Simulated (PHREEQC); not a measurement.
## Brine: an equilibrium model

Dissolve 3.5 mol/kgw NaCl, 1.3 mol/kgw MgSO4 and 0.13 mol/kgw H2SO4 at 20 °C. Closed to the air; pH follows from the charge balance.

Equilibrium calculation in PHREEQC: Pitzer model, pitzer.dat.

No solid was allowed to form.

Q: Predict the pH.

A: pH 0.63.

Q: In which forms is S present?

A: SO4-2 85 %, HSO4- 15 % of the S.

In brines, pH and single-ion activities rest on the MacInnes convention.
